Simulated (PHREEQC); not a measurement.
A solution holds 0.0011 mol/kgw HF, 0.004 mol/kgw NaF, 0.0069 mol/kgw (NH4)2SiF6 and 0.0013 mol/kgw H2SO4, at 20 °C. Closed to the air; pH follows from the charge balance.

Model: ion-association model, phreeqc.dat, run in PHREEQC.

This is a speciation only: nothing precipitates in the calculation.

Task: Order these S species by the share of S that they hold, largest first: NH4SO4-, SO4-2, HSO4-, NaSO4-.

Result: SO4-2 (86 %), NH4SO4- (8.2 %), HSO4- (4.4 %), NaSO4- (0.91 %)

The pH is 3.04 and the ionic strength 0.0267 mol/kgw. Species that the database lacks are ignored. SiF6-2 is the database's only silicon fluoride.
